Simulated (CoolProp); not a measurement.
C2F6 (R116) along the isotherm 307.8 K: fugacity coefficient from the reference equation and from simpler models built on Tc = 293.0 K, pc = 3.048 MPa, ω = 0.257; each cubic takes its own stable root.

Values from CoolProp's reference Helmholtz-energy equation of state, Lemmon 2006. It is a short technical equation, of lower accuracy than the large ones.

```
p (MPa)          phase  reference
-------  -------------  ---------
0.476              gas     0.9564
0.952              gas     0.9133
1.43               gas     0.8704
1.9                gas     0.8285
2.38               gas     0.7859
2.86               gas     0.7431
3.33     supercritical     0.7008
3.81     supercritical     0.6565
4.29     supercritical     0.6111
4.76     supercritical     0.5701
5.24     supercritical     0.5341
5.71     supercritical     0.5042
6.19     supercritical     0.4782
6.67     supercritical     0.4558
7.14     supercritical     0.4368
7.62     supercritical     0.4199
```

### Question
How far does each simpler model (Soave-Redlich-Kwong, Peng-Robinson) lie from the reference over these 16 states: mean and median of the absolute difference, and the worst?

### Answer
- Soave-Redlich-Kwong: mean 1.1 %, median 0.4 %, worst +3.4 % at 307.8 K and 7.62 MPa
- Peng-Robinson: mean 2.8 %, median 2.9 %, worst -3.7 % at 307.8 K and 3.81 MPa
